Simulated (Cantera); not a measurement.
**Premixed flame**

A freely propagating, adiabatic, planar premixed flame of 17.4 % H₂, 17.4 % O₂, 65.3 % N₂, equivalence ratio 0.50, unburnt at 673 K and 1.00 atm; multicomponent+Soret transport, grid criteria slope 0.08 and curve 0.16, no radiation.

Cantera simulation using the H2/O2 subset of GRI-Mech 3.0, which has no nitrogen chemistry; the numbers are that mechanism's predictions, not measurements. Burning velocities carry a grid error of a few per cent, more on coarse grids. Lean hydrogen flames are cellular in practice and burn faster than this planar one.

```
z (mm)  T (K)  u (m/s)      x H₂    x O₂    x H₂O     x HO₂       x H      x OH
------  -----  -------  --------  ------  -------  --------  --------  --------
-1.30     673     4.26     0.174   0.174    <1e-8     <1e-8     <1e-8     <1e-8
-0.868    673     4.26     0.174   0.174  1.86e-8     <1e-8     <1e-8     <1e-8
-0.651    673     4.25     0.173   0.174  2.35e-7   1.16e-7     <1e-8     <1e-8
-0.434    673     4.25     0.171   0.174  1.60e-5   9.09e-6   4.62e-7   1.91e-8
-0.217    717     4.43     0.151   0.176  0.00385  0.000250  0.000280  0.000116
-0.108    911     5.50     0.115   0.170   0.0276  0.000176   0.00330  0.000726
0        1218     7.24    0.0595   0.140   0.0869  0.000104    0.0120   0.00314
0.108    1450     8.57    0.0221   0.109    0.139   6.59e-5    0.0155   0.00692
0.217    1578     9.29    0.0113  0.0983    0.157   4.86e-5    0.0127   0.00883
0.434    1707     10.0   0.00709  0.0945    0.168   3.33e-5   0.00739   0.00966
0.868    1812     10.6   0.00437  0.0938    0.176   2.03e-5   0.00317   0.00885
1.74     1882     10.9   0.00214  0.0941    0.182   1.04e-5  0.000991   0.00680
3.47     1920     11.1  0.000834  0.0947    0.185   4.63e-6  0.000232   0.00448
```
x: mole fraction of selected species; z is measured from the peak of heat release.

| Property | Result |
|---|---|
| laminar burning velocity | 426 cm/s |
| thermal thickness | 0.434 mm |
| peak x(HO₂) | 0.000251 |
| peak x(H) | 0.0156 |
| peak x(OH) | 0.00967 |
| grid points | 117 |
